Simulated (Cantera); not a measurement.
# SiF4 + C3H8 + H2 (silicon carbide growth)

Input: 1 mol SiF4, 0.04 mol C3H8, a varied amount of H2, held at 825 °C and 1.00 bar.

These are equilibrium values from Cantera (NASA tables, ideal gas, pure condensed phases), not measurements of a reactor. Candidate condensed phases: C, C6H6, C7H8, C8H18, Si, SiC; 113 gas species. The tables' values for SiF3 are old estimates; treat these amounts as uncertain. The numbers say what is thermodynamically allowed, not how fast it happens.

```
n(H2) (mol)   x H2    x SiF4     x CH4      x HF
-----------  -----  --------  --------  --------
34           0.968    0.0280   0.00342  0.000513
57           0.980    0.0168   0.00207  0.000401
93           0.988    0.0103   0.00128  0.000316
150          0.992   0.00638  0.000794  0.000250
250          0.995   0.00379  0.000478  0.000194
420          0.997   0.00223  0.000285  0.000150
690          0.998   0.00133  0.000174  0.000117
1100         0.999  0.000820  0.000109   9.27e-5
1900         0.999  0.000460   6.31e-5   7.05e-5
```
x: gas mole fraction; nothing condenses.

From 34 mol H2 to 1900 mol H2 nothing is condensed. The main Si-bearing gas is SiF4 throughout.
